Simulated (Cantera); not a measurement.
# Premixed flame

A freely propagating, adiabatic, planar premixed flame of 11.3 % CH4, 1.81 % H2, 18.1 % O2, 68.8 % N2, unburnt at 348 K and 5630 Torr; mixture-averaged transport, grid criteria slope 0.08 and curve 0.16, no radiation.

Cantera simulation using GRI-Mech 3.0 (53 species, 325 reactions); the numbers are that mechanism's predictions, not measurements. Burning velocities carry a grid error of a few per cent, more on coarse grids.

| z (mm) | T (K) | u (m/s) | x CH4 | x H2 | x O2 | x CH2O | x H | x N2O |
|---|---|---|---|---|---|---|---|---|
| -0.578 | 349 | 0.120 | 0.113 | 0.0191 | 0.181 | 1.32e-7 | <1e-8 | <1e-8 |
| -0.385 | 355 | 0.123 | 0.112 | 0.0210 | 0.180 | 2.37e-6 | <1e-8 | <1e-8 |
| -0.289 | 383 | 0.133 | 0.110 | 0.0234 | 0.178 | 1.76e-5 | <1e-8 | <1e-8 |
| -0.193 | 538 | 0.188 | 0.100 | 0.0276 | 0.166 | 0.000177 | <1e-8 | <1e-8 |
| -0.0963 | 1074 | 0.382 | 0.0656 | 0.0331 | 0.116 | 0.00112 | 1.59e-6 | 3.72e-8 |
| -0.0482 | 1496 | 0.537 | 0.0362 | 0.0359 | 0.0702 | 0.00116 | 4.44e-5 | 7.68e-8 |
| 0 | 1866 | 0.674 | 0.0113 | 0.0379 | 0.0259 | 0.000315 | 0.000368 | 9.28e-8 |
| 0.0482 | 2029 | 0.733 | 0.00304 | 0.0390 | 0.00654 | 7.83e-5 | 0.000673 | 4.75e-8 |
| 0.0963 | 2076 | 0.749 | 0.00137 | 0.0404 | 0.00179 | 2.71e-5 | 0.000595 | 2.00e-8 |
| 0.193 | 2096 | 0.756 | 0.000681 | 0.0424 | 0.000235 | 7.39e-6 | 0.000370 | <1e-8 |
| 0.385 | 2100 | 0.757 | 0.000364 | 0.0440 | 1.45e-5 | 2.48e-6 | 0.000252 | <1e-8 |
| 0.771 | 2099 | 0.757 | 0.000146 | 0.0451 | 8.85e-7 | 8.80e-7 | 0.000232 | <1e-8 |
| 1.54 | 2098 | 0.757 | 2.47e-5 | 0.0455 | 7.56e-7 | 1.53e-7 | 0.000235 | <1e-8 |
x: mole fraction of selected species; z is measured from the peak of heat release.

| Property | Value |
|---|---|
| laminar burning velocity | 12.0 cm/s |
| thermal thickness | 0.193 mm |
| peak x(CH2O) | 0.00134 |
| peak x(H) | 0.000677 |
| grid points | 131 |
